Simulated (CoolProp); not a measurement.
Values from CoolProp's reference Helmholtz-energy equation of state, Lemmon 2006. It is a short technical equation, of lower accuracy than the large ones.

Problem. Give the vapour pressure (MPa), liquid density (kg/m³), vapour density (kg/m³), enthalpy of vaporisation (kJ/kg) of saturated carbon monoxide at -168.65, -158.65 °C.

Solution. 
```
T (°C)   p (MPa)  liquid density (kg/m³)  vapour density (kg/m³)  enthalpy of vaporisation (kJ/kg)
-------  -------  ----------------------  ----------------------  --------------------------------
-168.65    0.749                     681                    29.0                               175
-158.65     1.39                     617                    55.6                               148
```
